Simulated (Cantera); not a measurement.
Charge: 1 mol CH₄, 21 mol H₂, at 0.00340 bar.

These are equilibrium values from Cantera (NASA tables, ideal gas, pure condensed phases), not measurements of a reactor. Candidate condensed phases: C, C₆H₆, C₇H₈, C₈H₁₈; 76 gas species. Rates play no part.

Question: What share of the C ends up in condensed phases as a function of T (°C), at 400, 600, 800, 1000, 1200, 1400, 1600, 1800, 2000, 2200, 2400, 2600, 2800?

Answer: 
| T (°C) | C condensed (%) | as |
|---|---|---|
| 400 | 0.0 | - |
| 600 | 96.5 | C(graphite) |
| 800 | 99.6 | C(graphite) |
| 1000 | 99.9 | C(graphite) |
| 1200 | 99.9 | C(graphite) |
| 1400 | 99.7 | C(graphite) |
| 1600 | 98.6 | C(graphite) |
| 1800 | 94.5 | C(graphite) |
| 2000 | 83.8 | C(graphite) |
| 2200 | 61.9 | C(graphite) |
| 2400 | 12.9 | C(graphite) |
| 2600 | 0.0 | - |
| 2800 | 0.0 | - |
